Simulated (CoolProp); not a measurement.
Vapour pressure (MPa) of n-butane: the reference equation beside estimates from Tc = 425.1 K, pc = 3.796 MPa, ω = 0.201. Clausius-Clapeyron is anchored at 345.2 K with a constant enthalpy of vaporisation of 17.71 kJ/mol.

The numbers come from the reference Helmholtz-energy equation of state, Bücker 2006 in CoolProp.

```
T (K)  reference  Lee-Kesler  Clausius-Clapeyron  van der Waals  Redlich-Kwong  Soave-Redlich-Kwong  Peng-Robinson
-----  ---------  ----------  ------------------  -------------  -------------  -------------------  -------------
301.6     0.2705      0.2708              0.3474         0.8145         0.3713               0.2707         0.2695
312.5     0.3717      0.3732              0.4445         0.9721         0.4949               0.3733         0.3705
323.4     0.4990      0.5019              0.5593          1.148         0.6453               0.5029         0.4979
334.3     0.6564      0.6607              0.6933          1.343         0.8250               0.6634         0.6558
345.2     0.8479      0.8535              0.8479          1.558          1.037               0.8591         0.8486
356.2      1.080       1.087               1.026          1.796          1.286                1.097          1.083
367.1      1.354       1.361               1.225          2.053          1.569                1.376          1.360
378        1.675       1.683               1.449          2.332          1.893                1.704          1.686
388.9      2.051       2.059               1.696          2.632          2.257                2.086          2.066
399.8      2.487       2.495               1.970          2.955          2.666                2.525          2.506
```

Absolute difference from the reference over all 10 rows, mean and median: Lee-Kesler 0.5 and 0.5 %, Clausius-Clapeyron 13.2 and 12.8 %, van der Waals 88.5 and 75.0 %, Redlich-Kwong 21.3 and 20.7 %, Soave-Redlich-Kwong 1.2 and 1.4 %, Peng-Robinson 0.4 and 0.3 %.
